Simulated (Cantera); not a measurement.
Input: 1 mol TEOS, 0.12 mol O2, 4 mol N2, held at 525 °C and 26.0 Pa.

Cantera equilibrium calculation (NASA polynomials, part measured and part estimated; ideal gas, pure solids and liquids). The feed counts by its element totals alone. The numbers say what is thermodynamically allowed, not how fast it happens.

| species | before | after |
|---|---|---|
| H2 | 0.616 | 0.745 |
| N2 | 0.247 | 0.255 |
| CO | 0.137 | 0.000256 |
| CO2 | 0.000511 | 1.79e-9 |
| H2O | 0.000538 | 1.22e-6 |
| CH4 | 0.000137 | 0.000200 |
| C(graphite), mol | 5.77 | 5.99 |
| SiO2(α-quartz), mol | 1.00 | 0.158 |
| Si2N2O(s), mol | 0 | 0.921 |
Gas species are given as mole fractions.

Question: Which change was made?
(A) temperature from 525 °C to 1202 °C
(B) temperature from 525 °C to 1475 °C
(C) temperature from 525 °C to 1025 °C
(D) TEOS replaced by HMDSO

Answer: D, TEOS replaced by HMDSO. N2 is the only nitrogen source here; it is nearly inert below about 1500 K, so the nitride shown seldom forms there in practice
